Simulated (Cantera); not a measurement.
Charge: 1 mol SiH2Cl2, 2.4 mol H2, 0.25 mol CH4, at 1.33 mbar.

Cantera equilibrium calculation (NASA polynomials, part measured and part estimated; ideal gas, pure solids and liquids). Candidate condensed phases: C, C6H6, C7H8, C8H18, Si, SiC; 109 gas species. Mutual solubility and eutectic melting of coexisting phases are not modelled. Gases not in the tables: Si2H6 and higher silanes. Rates play no part.

Q: Which condensed phases are stable at each of these points (T (K)): 1448, 1523, 1598, 1673, 1748, 1823, 1898?

A: 
| T (K) | condensed phases | Si condensed (%) |
|---|---|---|
| 1448 | Si(s) + SiC(s) | 41.2 |
| 1523 | Si(s) + SiC(s) | 40.2 |
| 1598 | Si(s) + SiC(s) | 39.3 |
| 1673 | Si(s) + SiC(s) | 38.5 |
| 1748 | Si(l) + SiC(s) | 39.1 |
| 1823 | Si(l) + SiC(s) | 39.2 |
| 1898 | Si(l) + SiC(s) | 37.1 |

From 1448 K to 1673 K the condensed part is Si(s) + SiC(s). From 1748 K to 1898 K the condensed part is Si(l) + SiC(s).
